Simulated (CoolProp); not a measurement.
Vapour-liquid equilibrium of cyclohexane (1) + n-dodecane (2) at 199.25 °C; x and y are mole fractions of (1).

Computed with CoolProp (multi-fluid Helmholtz-energy mixture model, Zhou 2014 and Lemmon 2004; pair parameters Bell 2016).

| x | bubble pressure (MPa) | y at the bubble point | dew pressure at overall composition x (MPa) | liquid density (mol/L) |
|---|---|---|---|---|
| 0.05 | 0.1069 | 0.394 | 0.06973 | 3.674 |
| 0.2 | 0.2424 | 0.759 | 0.08228 | 3.991 |
| 0.35 | 0.3999 | 0.873 | 0.1002 | 4.359 |
| 0.5 | 0.5802 | 0.928 | 0.1278 | 4.789 |
| 0.65 | 0.7824 | 0.960 | 0.1760 | 5.296 |
| 0.8 | 1.005 | 0.981 | 0.2822 | 5.897 |
| 0.95 | 1.246 | 0.996 | 0.7075 | 6.609 |

No azeotrope shows between x = 0.05 and 0.95.

The pair parameters rest on a limited set of measurements; away from them the model extrapolates.
